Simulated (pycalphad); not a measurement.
All values are pycalphad results on the COST 507 light-alloy database (1999) (1 atm), not direct measurements. The database dates from 1999; later assessments differ in places, in temperatures and in the compounds included. Diffusion is slow at the low end, where real alloys seldom reach equilibrium.

**Ti-0.23Hf-4.09B (at.%): equilibrium cooling sequence**

```tsv
T (K)	phases above	phases below
1858.3	liquid	bcc + liquid
1814.1	bcc + liquid	bcc + BM
1154.2	bcc + BM	bcc + BM + hcp
1153.6	bcc + BM + hcp	BM + hcp
```

Changes were sought between steps of 100 K, so a narrower field can be missed.

Database names, with the compositions (at.%) that they take in these runs: BM: Ti 50 B 50.
